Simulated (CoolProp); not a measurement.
A simple Rankine cycle with isobutane: condensing at 323.15 K, boiler at 1.96 MPa, turbine inlet 374.5 K, turbine efficiency 0.6, pump efficiency 0.7, no recuperator. Each further row changes one setting.

Model: reference Helmholtz-energy equation of state, Bücker 2006, in CoolProp.

```tsv
case	thermal efficiency (%)	net work (kJ/kg)	heat in (kJ/kg)	turbine exit temperature (K)	volume ratio over the turbine
as stated	6.0	21.2	357	341.3	3.39
turbine inlet 394.5 K	6.0	[?]	410	365.6	[?]
condensing temperature 315.15 K	6.9	26.0	377	[?]	[?]
boiler pressure 1.37 MPa	4.3	16.3	[?]	356.4	2.12
turbine efficiency 0.5	4.8	17.1	357	343.3	3.42
```

### Question
Complete the blanks.

### Answer

- turbine inlet 394.5 K, net work (kJ/kg): 24.5
- turbine inlet 394.5 K, volume ratio over the turbine: 3.19
- condensing temperature 315.15 K, turbine exit temperature (K): 336.7
- condensing temperature 315.15 K, volume ratio over the turbine: 4.19
- boiler pressure 1.37 MPa, heat in (kJ/kg): 383
